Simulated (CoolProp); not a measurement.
R407C along the isobar 4770 kPa: fugacity coefficient from the reference equation and from simpler models built on Tc = 359.3 K, pc = 4632 kPa, ω = 0.363; each cubic takes its own stable root.

Model: reference Helmholtz-energy equation of state, Lemmon 2003, in CoolProp. It is a pseudo-pure fit of the blend.

| T (K) | phase | reference | van der Waals | Redlich-Kwong | Soave-Redlich-Kwong | Peng-Robinson |
|---|---|---|---|---|---|---|
| 299.7 | liquid | 0.2224 | 0.4044 | 0.2929 | 0.2239 | 0.2160 |
| 304.6 | liquid | 0.2488 | 0.4271 | 0.3199 | 0.2522 | 0.2432 |
| 309.6 | liquid | 0.2775 | 0.4505 | 0.3485 | 0.2830 | 0.2728 |
| 314.6 | liquid | 0.3078 | 0.4741 | 0.3779 | 0.3157 | 0.3042 |
| 319.6 | liquid | 0.3397 | 0.4979 | 0.4081 | 0.3501 | 0.3373 |
| 324.6 | liquid | 0.3731 | 0.5218 | 0.4389 | 0.3861 | 0.3719 |
| 329.6 | liquid | 0.4078 | 0.5456 | 0.4701 | 0.4234 | 0.4078 |
| 334.6 | liquid | 0.4437 | 0.5695 | 0.5016 | 0.4617 | 0.4448 |
| 339.5 | liquid | 0.4798 | 0.5926 | 0.5326 | 0.5001 | 0.4818 |
| 344.5 | liquid | 0.5173 | 0.6160 | 0.5639 | 0.5395 | 0.5200 |
